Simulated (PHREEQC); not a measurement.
Model water analysis in mmol/kgw, 24 °C, pH 6.45, pe 12.9: Na 0.00291; K 0.000184; Ca 0.00108; Mg 0.00199; Cl 0.00146; S(6) 0.00138; Alkalinity (meq/kgw) 0.00507; Cd 1.03e-06; Zn 3.29e-06.

Valence states are taken as typed.

Equilibrium calculation in PHREEQC: ion-association model, phreeqc.dat.

No solid was allowed to form.

Q: Estimate the charge-balance error.

A: charge-balance error -0.2 %.

Q: In which forms is C present?

A: HCO3- 55 %, CO2 45 % of the C.
